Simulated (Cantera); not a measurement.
A perfectly stirred reactor is fed with CH3OH : O2 : N2 = 0.017 : 0.029 : 1 (molar parts), at 500000 Pa; it is held at 1475 K, and followed from long to short residence time.

Computed with Cantera and GRI-Mech 3.0 (53 species, 325 reactions). GRI-Mech 3.0 was tuned for natural gas; its chemistry of methanol as a main component is partial and can be far from experiment. The temperature is held fixed by assumption; the heat of reaction is taken as removed at once.

Predict: x(CH3OH) at τ = 6.50 s; x(O2) at τ = 6.50 s; x(H2O2) at τ = 6.50 s; x(O) at τ = 6.50 s; x(H2O) at τ = 6.50 s; x(CH3OH) at τ = 41.0 ms; x(O2) at τ = 41.0 ms; x(H2O2) at τ = 41.0 ms; x(O) at τ = 41.0 ms; x(H2O) at τ = 41.0 ms.


| Item | Value |
|---|---|
| x(CH3OH) at τ = 6.50 s | 1.71e-7 |
| x(O2) at τ = 6.50 s | 0.00332 |
| x(H2O2) at τ = 6.50 s | 7.37e-9 |
| x(O) at τ = 6.50 s | 8.23e-7 |
| x(H2O) at τ = 6.50 s | 0.0322 |
| x(CH3OH) at τ = 41.0 ms | 4.75e-6 |
| x(O2) at τ = 41.0 ms | 0.00353 |
| x(H2O2) at τ = 41.0 ms | 9.87e-8 |
| x(O) at τ = 41.0 ms | 1.82e-5 |
| x(H2O) at τ = 41.0 ms | 0.0320 |
